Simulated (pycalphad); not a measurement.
## Phase fractions of Si-0.92Cu (at.%)

Computed with pycalphad from the COST 507 light-alloy database (1999), at 1 atm. The database dates from 1999; later assessments differ in places, in temperatures and in the compounds included. Phase fractions are per mole of atoms. Diffusion is slow at the low end, where real alloys seldom reach equilibrium.

```csv
T (°C),LIQUID,DIAMOND_A4,CU19SI6_ETA
1427,1.000,-,-
1352,0.083,0.917,-
1277,___,___,-
1202,___,___,-
1127,0.022,0.978,-
1052,0.018,0.982,-
977,0.016,0.984,-
902,0.014,0.986,-
827,0.013,0.987,-
752,-,0.988,0.012
677,-,0.988,0.012
602,-,0.988,0.012
527,-,0.988,0.012
452,-,0.988,0.012
377,-,0.988,0.012
302,-,0.988,0.012
227,-,0.988,0.012
```

Complete the blanks.


- 1277, LIQUID: 0.042
- 1277, DIAMOND_A4: 0.958
- 1202, LIQUID: 0.028
- 1202, DIAMOND_A4: 0.972

Database names, with the compositions (at.%) that they take in these runs: CU19SI6_ETA: Cu 76 Si 24. DIAMOND_A4 is diamond (Si).
